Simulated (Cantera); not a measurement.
## Ignition delay

Mixture: 14.5 % CH4, 17.1 % O2, 68.4 % N2, equivalence ratio 1.7, at 10.9 atm, adiabatic and at constant volume. Ignition delay is the time to a rise of 400 K.

Detailed kinetics in Cantera: GRI-Mech 3.0 (53 species, 325 reactions).

| T0 (K) | delay (ms) |
|---|---|
| 1075 | 29.4 |
| 1150 | 10.5 |
| 1225 | 4.11 |
| 1300 | 1.71 |
| 1375 | 0.753 |
| 1450 | 0.346 |
| 1525 | 0.166 |

| Property | Value |
|---|---|
| apparent activation energy between 1375 and 1525 K | 180 kJ/mol |
